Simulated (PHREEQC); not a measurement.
## Acid mine or pickling water: speciation

Model water analysis in mg/kgw, 50 °C, pH 3.89, pe 9.4:

```json
[
 {"constituent": "Na", "mg/kgw": "2450"},
 {"constituent": "K", "mg/kgw": "11.9"},
 {"constituent": "Ca", "mg/kgw": "87.1"},
 {"constituent": "Mg", "mg/kgw": "343"},
 {"constituent": "Cl", "mg/kgw": "1980"},
 {"constituent": "S(6) as SO4", "mg/kgw": "4260"},
 {"constituent": "Cu(2)", "mg/kgw": "1.28"}
]
```

Valence states are taken as typed.

Model: ion-association model, phreeqc.dat, run in PHREEQC.

Each row changes one thing in this solution. No solid was allowed to form.

```tsv
case	ionic strength (mol/kgw)	SO4-2 (mol/kgw)	MgSO4 (mol/kgw)	Mg+2 (mol/kgw)	NaSO4- (mol/kgw)	Ca+2 (mol/kgw)	SI of Gypsum (CaSO4:2H2O)	SI of Halite (NaCl)
as made	0.156	0.0299	0.00796	0.00615	0.00534	0.00135	-0.78	-4.10
temperature from 50 to 30 °C at the same typed pH	0.162	0.0315	0.00669	0.00742	0.00516	0.00136	-0.76	-4.08
S(6) from 4260 to 12800 mg/kgw	0.304	[?]	[?]	0.00355	0.0137	0.000923	-0.58	-4.19
```

**Question.** Some entries are withheld; supply them.

**Answer.** 
- S(6) from 4260 to 12800 mg/kgw, SO4-2 (mol/kgw): 0.107
- S(6) from 4260 to 12800 mg/kgw, MgSO4 (mol/kgw): 0.0106

Complexes and solids missing from the database can't appear. Away from 25 °C the constants follow the database's enthalpies or fits; those with neither stay at their 25 °C values.
